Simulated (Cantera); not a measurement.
Input: 1 mol SiF4, 18 mol N2O, held at 1.10 mbar.

These are equilibrium values from Cantera (NASA tables, ideal gas, pure condensed phases), not measurements of a reactor. Candidate condensed phases: Si, SiO2, Si2N2O, Si3N4; 28 gas species. The numbers say what is thermodynamically allowed, not how fast it happens.

Question: At 1250 K, list the 4 most abundant gas species with their mole fractions, and the condensed phases.

Answer: N2 0.643, O2 0.321, SiF4 0.0357, NO 0.000315. Condensed: gas only.
